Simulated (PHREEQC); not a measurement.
0.019 g of hydrous ferric oxide (600 m²/g; 0.2 weak and 0.005 strong sites per Fe, Dzombak-Morel constants, diffuse double layer) in 1 kg of water with 0.005 mol/kgw of an inert sodium salt and 8.3e-06 mol NiCl2 and 2.1e-05 mol SrCl2, at 25 °C; the pH is set by adding NaOH or the inert anion's acid. Oxygen alone is held at its pressure in air (log pO2 = -0.68). No CO2 enters from the air. Precipitation was switched off in this run.

Base run: PHREEQC, ion-association model, wateq4f.dat. Each further column changes one thing. The table gives Ni sorbed (%).

```
pH   base  no electrostatic term (-no_edl)  background salt from 0.005 to 0.0005 mol/kgw  oxide from 0.019 to 0.095 g/kgw  6.4e-05 mol/kgw PbCl2 added
---  ----  -------------------------------  --------------------------------------------  -------------------------------  ---------------------------
3     0.0                              0.0                                           0.0                              0.0                          0.0
3.5   0.0                              0.0                                           0.0                              0.0                          0.0
4     0.0                              0.0                                           0.0                              0.0                          0.0
4.5   0.0                              0.0                                           0.0                              0.0                          0.0
5     0.0                              0.1                                           0.0                              0.1                          0.0
5.5   0.2                              0.9                                           0.2                              1.1                          0.0
6     1.5                              5.3                                           1.5                              7.2                          0.0
6.5   7.0                             14.2                                             …                             30.0                          0.1
7    16.3                             33.6                                          16.9                             61.7                          0.1
7.5  39.0                             67.5                                          41.0                             88.6                          0.1
8    75.4                                …                                             …                             98.3                          0.2
8.5  95.2                             95.3                                             …                             99.8                          0.6
9    99.3                             97.3                                          99.4                            100.0                          1.9
```

Task: Fill in the missing entries.

Result: 
- 6.5, background salt from 0.005 to 0.0005 mol/kgw: 7.1
- 8, no electrostatic term (-no_edl): 88.2
- 8, background salt from 0.005 to 0.0005 mol/kgw: 77.5
- 8.5, background salt from 0.005 to 0.0005 mol/kgw: 95.9

The oxide is taken as insoluble; below pH 4 it would dissolve. In at least one series the solution becomes supersaturated in solids that the run did not let form, among them Ni(OH)2.
